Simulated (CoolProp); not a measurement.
A Linde-Hampson liquefier for oxygen: isothermal reversible compression at 280 K from 1 atm to 30 MPa, throttling to 1 atm, return gas leaving the recuperator 5 K below the feed. Each further row changes one setting.

Computed with CoolProp (reference Helmholtz-energy equation of state, Schmidt 1985).

| case | liquid yield per pass | compression work (kJ/kg of gas) |
|---|---|---|
| as stated | [?] | 402 |
| high pressure 60 MPa | [?] | 457 |
| warm-end temperature 310 K | [?] | 452 |
| warm-end gap 10 K | [?] | 402 |

**Question.** Fill in the missing entries.

**Answer.** 
- as stated, liquid yield per pass: 0.156
- high pressure 60 MPa, liquid yield per pass: 0.184
- warm-end temperature 310 K, liquid yield per pass: 0.116
- warm-end gap 10 K, liquid yield per pass: 0.145

Above 300 K oxygen's equation is extrapolated.
